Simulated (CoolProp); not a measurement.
Vapour-liquid equilibrium of CH2F2 (R32) (1) + fluoroethane (R161) (2) at 2390 kPa; x and y are mole fractions of (1).

Values from CoolProp's multi-fluid Helmholtz-energy mixture model, Tillner-Roth 1997 and Wu 2012; pair parameters Bell 2016.

| x | bubble temperature, mixture model (K) | bubble temperature, Raoult's law (K) | y, mixture model | y, Raoult's law |
|---|---|---|---|---|
| 0.05 | 335.6 | 335.8 | 0.075 | 0.087 |
| 0.15 | 332.0 | 332.3 | 0.211 | 0.242 |
| 0.25 | 328.7 | 329.2 | 0.332 | 0.377 |
| 0.35 | [?] | 326.3 | 0.441 | 0.494 |
| 0.45 | [?] | 323.6 | [?] | 0.597 |
| 0.55 | 320.8 | 321.1 | [?] | 0.689 |
| 0.65 | 318.5 | 318.8 | 0.724 | 0.771 |
| 0.75 | 316.4 | 316.6 | 0.808 | 0.845 |
| 0.85 | 314.5 | 314.5 | [?] | 0.911 |
| 0.95 | 312.6 | 312.6 | [?] | 0.972 |

### Question
Fill in the missing entries.

### Answer

- 0.35, bubble temperature, mixture model (K): 325.8
- 0.45, bubble temperature, mixture model (K): 323.2
- 0.45, y, mixture model: 0.542
- 0.55, y, mixture model: 0.636
- 0.85, y, mixture model: 0.888
- 0.95, y, mixture model: 0.963

The largest gap from Raoult's law is -0.5 K in bubble temperature, at x = 0.25. No azeotrope shows between x = 0.05 and 0.95.

Pair parameters are fitted to limited data, so mixtures are less certain than the pure fluids.
